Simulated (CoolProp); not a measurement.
Octamethylcyclotetrasiloxane (D4) along the isotherm 620 K: density (kg/m³) from the reference equation and from simpler models built on Tc = 586.5 K, pc = 13.47 bar, ω = 0.598; each cubic takes its own stable root.

Computed with CoolProp (reference Helmholtz-energy equation of state, Thol 2015).

| p (bar) | phase | reference |
|---|---|---|
| 0.426 | gas | 2.474 |
| 0.719 | gas | 4.201 |
| 1.21 | gas | 7.147 |
| 2.05 | gas | 12.34 |
| 3.46 | gas | 21.55 |
| 5.83 | gas | 38.70 |
| 9.84 | gas | 74.52 |
| 16.6 | supercritical | 180.2 |
| 28 | supercritical | 443.4 |
| 47.3 | supercritical | 534.5 |
| 79.8 | supercritical | 593.9 |
| 135 | supercritical | 646.2 |

Q: How far does each simpler model (ideal gas, van der Waals, Redlich-Kwong, Soave-Redlich-Kwong) lie from the reference over these 12 states: mean and median of the absolute difference, and the worst?

A: 
- ideal gas: mean 21.4 %, median 16.8 %, worst -63.7 % at 620 K and 28 bar
- van der Waals: mean 9.8 %, median 1.0 %, worst -24.1 % at 620 K and 135 bar
- Redlich-Kwong: mean 2.8 %, median 0.7 %, worst +12.2 % at 620 K and 16.6 bar
- Soave-Redlich-Kwong: mean 3.7 %, median 1.3 %, worst -15.7 % at 620 K and 28 bar
